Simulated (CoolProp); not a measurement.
Saturation properties of oxygen.

Computed with CoolProp (reference Helmholtz-energy equation of state, Schmidt 1985).

```tsv
T (°C)	p (kPa)	liquid cp (kJ/(kg K))	liquid conductivity (mW/(m K))
-166.85	417.2	1.777	127
-163.65	524.9	1.802	123
-160.45	651.7	1.833	118
-157.25	799.4	1.869	113
-154.05	969.9	1.913	109
-150.85	1165	1.966	104
-147.65	1387	2.032	99.2
-144.45	1638	2.114	94.5
-141.25	1920	2.219	89.9
-138.05	2235	2.359	85.3
-134.85	2586	2.553	80.7
-131.65	2975	2.841	76.1
```

It boils at -183.0 °C under 1 atm.

Thermal conductivity comes from a separate model (Lemmon 2004).
